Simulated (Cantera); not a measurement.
What does this Cantera script print?

```python
import numpy as np
import cantera as ct

gas = ct.Solution("h2o2.yaml")
gas.TPX = 325, 500000, {'H2': 1, 'O2': 0.455, 'N2': 1.71}
flame = ct.FreeFlame(gas, width=0.013)
flame.set_refine_criteria(ratio=3, slope=0.08, curve=0.16)
flame.transport_model = "mixture-averaged"
flame.solve(loglevel=0, auto=True)
flame.transport_model = "multicomponent"
flame.soret_enabled = False
flame.solve(loglevel=0, refine_grid=True)
z, T = flame.grid, flame.T
thick = (T[-1] - T[0]) / np.gradient(T, z).max()
show = ['H2', 'O2', 'HO2', 'H2O2', 'H2O', 'H']
print(f"laminar burning velocity  {flame.velocity[0] * 100:.3f} cm/s")
print(f"burnt temperature         {T[-1]:.1f} K")
print(f"thermal thickness         {thick * 1e3:.4f} mm")
print(f"grid points               {len(z)}")
z0 = z[flame.heat_release_rate.argmax()]
print(f"{'z/mm':>9s}{'T/K':>9s}{'u/(m/s)':>9s}" + "".join(f"{s:>11s}" for s in show))
rows = []
for k in (-3, -2, -1.5, -1, -0.5, -0.25, 0, 0.25, 0.5, 1, 2, 4, 8):
    zz = z0 + k * thick
    rows.append([k * thick, np.interp(zz, z, T), np.interp(zz, z, flame.velocity),
                 *(np.interp(zz, z, flame.X[gas.species_index(s)]) for s in show)])
    print(f"{rows[-1][0] * 1e3:9.3f}{rows[-1][1]:9.1f}{rows[-1][2]:9.3f}" + "".join(f"{x:11.3e}" for x in rows[-1][3:]))
```

Result:

```
laminar burning velocity  257.462 cm/s
burnt temperature         2461.1 K
thermal thickness         0.0478 mm
grid points               114
     z/mm      T/K  u/(m/s)         H2         O2        HO2       H2O2        H2O          H
   -0.143    325.0    2.575  3.159e-01  1.438e-01  3.370e-11  6.813e-12  1.208e-09  1.613e-16
   -0.096    325.0    2.574  3.159e-01  1.438e-01  2.311e-09  4.777e-10  6.982e-08  1.333e-14
   -0.072    325.1    2.574  3.156e-01  1.438e-01  2.569e-08  5.365e-09  7.086e-07  2.805e-13
   -0.048    326.4    2.578  3.136e-01  1.443e-01  8.788e-07  1.892e-07  2.031e-05  4.525e-11
   -0.024    384.3    2.951  2.908e-01  1.477e-01  1.833e-04  3.434e-05  2.824e-03  3.779e-07
   -0.012    719.7    5.291  2.401e-01  1.404e-01  1.152e-03  1.781e-04  3.453e-02  9.674e-04
    0.000   1225.7    8.739  1.682e-01  1.077e-01  4.844e-04  7.192e-05  1.120e-01  1.003e-02
    0.012   1579.5   11.128  1.042e-01  6.380e-02  2.247e-04  7.503e-06  1.944e-01  2.192e-02
    0.024   1782.8   12.500  6.894e-02  3.479e-02  1.067e-04  3.675e-06  2.448e-01  2.681e-02
    0.048   1978.5   13.782  4.988e-02  1.648e-02  4.181e-05  2.056e-06  2.776e-01  2.342e-02
    0.096   2143.1   14.802  4.415e-02  1.028e-02  2.059e-05  1.215e-06  2.939e-01  1.539e-02
    0.191   2271.8   15.565  3.925e-02  6.535e-03  1.015e-05  7.868e-07  3.075e-01  9.109e-03
    0.383   2360.4   16.073  3.452e-02  3.807e-03  4.632e-06  5.099e-07  3.184e-01  5.276e-03
```

Detailed kinetics in Cantera: the H2/O2 subset of GRI-Mech 3.0, which has no nitrogen chemistry. The hydrogen kinetics of GRI-Mech 3.0 are dated; newer H2 mechanisms differ, most at raised pressure. Burning velocities carry a grid error of a few per cent, more on coarse grids.
